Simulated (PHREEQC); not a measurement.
Dissolve 0.01 mol CuCl2, 0.00023 mol NaF and 0.15 mol H3BO3 per kg of water at 51 °C. Closed to the air; pH follows from the charge balance.

All values are PHREEQC results (ion-association model, wateq4f.dat), not measurements.

This is a speciation only: nothing precipitates in the calculation.

Question: Order these Cu species by the share of Cu that they hold, largest first: Cu+2, Cu2(OH)2+2, CuF+, CuCl+.

Answer: Cu+2 (91 %), CuCl+ (8.1 %), Cu2(OH)2+2 (0.46 %), CuF+ (0.19 %)

The pH is 4.51 and the ionic strength 0.0285 mol/kgw. Examples of supersaturated solids here: Atacamite. Others may be too. Constants without temperature data keep their 25 °C values here. Real BF4- forms and hydrolyses slowly; the run takes it at equilibrium.
